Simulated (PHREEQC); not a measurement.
# Buffer

Consider water at 20 °C with 2.2 mmol/kgw KH2PO4, 1.2 mmol/kgw Na2B4O7 and 0.037 mmol/kgw KCl. Closed to the air; pH follows from the charge balance.

Model: ion-association model, phreeqc.dat, run in PHREEQC.

Precipitation was switched off in this run.

**Question.** Estimate the pH.

**Answer.** pH 8.17.

**Question.** In which forms is P present?

**Answer.** HPO4-2 91 %, H2PO4- 8.0 % of the P.

Species that the database lacks are ignored.
